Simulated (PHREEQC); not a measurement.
A solution holds 10 mmol/kgw MgCl2, 0.43 mmol/kgw Na2HPO4 and 8.6 mmol/kgw KCl, at 20 °C. Closed to the air; pH follows from the charge balance.

All values are PHREEQC results (ion-association model, wateq4f.dat), not measurements.

This is a speciation only: nothing precipitates in the calculation.

Q: Predict the pH.

A: pH 7.70.

Q: In which forms is P present?

A: MgHPO4 54 %, HPO4-2 32 %, MgPO4- 6.9 %, H2PO4- 6.2 %, MgH2PO4+ 0.9 % of the P.

H3PO4, which wateq4f.dat lacks, is added to it with the constant of phreeqc.dat.
